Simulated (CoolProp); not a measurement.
Properties of the fluoroketone C6F12O (FK-5-1-12) along the isotherm 365.8 K.

The numbers come from the reference Helmholtz-energy equation of state, McLinden 2015 in CoolProp.

| p (MPa) | phase | cp (kJ/(kg K)) | expansivity (1/kK) |
|---|---|---|---|
| 2.34 | liquid | ? | ? |
| 4.67 | liquid | 1.150 | 2.355 |
| 7.01 | liquid | ? | 2.137 |
| 9.35 | liquid | 1.132 | 1.974 |
| 11.7 | liquid | 1.126 | 1.845 |
| 14 | liquid | 1.121 | 1.742 |
| 16.4 | liquid | 1.117 | 1.653 |
| 18.7 | liquid | 1.113 | 1.579 |

### Question
Some entries are withheld; supply them.

### Answer

- 2.34, cp (kJ/(kg K)): 1.164
- 2.34, expansivity (1/kK): 2.665
- 7.01, cp (kJ/(kg K)): 1.139
